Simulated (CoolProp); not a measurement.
The numbers come from the reference Helmholtz-energy equation of state, Thol 2015 in CoolProp.

Problem. Give the vapour pressure (bar), enthalpy of vaporisation (kJ/kg), liquid cp (kJ/(kg K)), vapour Z of saturated octamethylcyclotetrasiloxane (D4) at 477.1 K.

Solution. 
```tsv
T (K)	p (bar)	enthalpy of vaporisation (kJ/kg)	liquid cp (kJ/(kg K))	vapour Z
477.1	1.97	119	2.07	0.875
```
